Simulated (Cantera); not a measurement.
A closed system holds: 1 mol Fe, 0.019 mol O2, 150 mol N2, held at 1700 K.

These are equilibrium values from Cantera (NASA tables, ideal gas, pure condensed phases), not measurements of a reactor. Candidate condensed phases: Fe, FeO, Fe2O3, Fe3O4; 11 gas species. Mutual solubility and eutectic melting of coexisting phases are not modelled. The tables' stoichiometric FeO is somewhat more stable than real wüstite, so its field is too wide. FeO: taken at fixed stoichiometry. Kinetics and transport are ignored.

Which condensed phases are stable at each of these points (P (Pa)): 10, 61, 370, 2200, 13000, 82000, 500000, 3000000?


| P (Pa) | condensed phases | Fe condensed (%) |
|---|---|---|
| 10 | gas only | 0.0 |
| 61 | FeO(l) | 3.1 |
| 370 | Fe(δ) + FeO(l) | 74.3 |
| 2200 | Fe(δ) + FeO(l) | 95.7 |
| 13000 | Fe(δ) + FeO(l) | 99.3 |
| 82000 | Fe(δ) + FeO(l) | 99.9 |
| 500000 | Fe(δ) + FeO(l) | 100.0 |
| 3000000 | Fe(δ) + FeO(l) | 100.0 |

At 0.000100 bar nothing is condensed. At 0.000610 bar the condensed part is FeO(l). From 0.00370 bar to 30.0 bar the condensed part is Fe(δ) + FeO(l).
